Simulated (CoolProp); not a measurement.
Vapour-liquid equilibrium of R22 (1) + cyclohexane (2) at 341.3 K; x and y are mole fractions of (1).

Computed with CoolProp (multi-fluid Helmholtz-energy mixture model, Kamei 1995 and Zhou 2014; pair parameters Bell 2016).

```tsv
x	bubble pressure, mixture model (MPa)	bubble pressure, Raoult's law (MPa)	y, mixture model	y, Raoult's law
0.05	?	0.2092	0.776	0.690
0.2	0.9184	0.6317	?	0.913
0.35	1.353	1.054	0.945	0.958
0.5	1.673	1.477	?	0.977
0.65	?	1.899	?	0.987
0.8	?	2.322	0.975	0.994
0.95	2.690	2.744	0.992	0.999
```

Complete the blanks.


- 0.05, bubble pressure, mixture model (MPa): 0.3129
- 0.2, y, mixture model: 0.920
- 0.5, y, mixture model: 0.957
- 0.65, bubble pressure, mixture model (MPa): 1.950
- 0.65, y, mixture model: 0.965
- 0.8, bubble pressure, mixture model (MPa): 2.258

The largest gap from Raoult's law is +49.6 % in bubble pressure, at x = 0.05. No azeotrope shows between x = 0.05 and 0.95.

The pair parameters rest on a limited set of measurements; away from them the model extrapolates. The gap from Raoult's law changes sign with composition, which may be real or a fault of the pair parameters; it wasn't checked against measurements.
